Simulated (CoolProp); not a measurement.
Vapour-liquid equilibrium of propylene (1) + cyclohexane (2) at 26.25 °C; x and y are mole fractions of (1).

Values from CoolProp's multi-fluid Helmholtz-energy mixture model, Lemmon 2013 and Zhou 2014; pair parameters Bell 2016.

```
x      bubble pressure, mixture model (kPa)  bubble pressure, Raoult's law (kPa)  y, mixture model  y, Raoult's law
-----  ------------------------------------  -----------------------------------  ----------------  ---------------
0.05                                  84.17                                72.62             0.839            0.820
0.125                                 184.3                                160.9             0.929            0.925
0.2                                   278.7                                249.2             0.955            0.956
0.275                                 368.4                                337.5             0.967            0.970
0.35                                  454.0                                425.7             0.975            0.979
0.425                                 536.6                                514.0             0.980            0.985
0.5                                   617.0                                602.3             0.984            0.989
0.575                                 696.1                                690.6             0.987            0.992
0.65                                  774.9                                778.9             0.989            0.994
0.725                                 854.6                                867.1             0.992            0.996
0.8                                   936.8                                955.4             0.994            0.997
0.875                                  1024                                 1044             0.996            0.998
0.95                                   1119                                 1132             0.998            0.999
```

The largest gap from Raoult's law is +15.9 % in bubble pressure, at x = 0.05. No azeotrope shows between x = 0.05 and 0.95.

Pair parameters are fitted to limited data, so mixtures are less certain than the pure fluids. The gap from Raoult's law changes sign with composition, which may be real or a fault of the pair parameters; it wasn't checked against measurements.
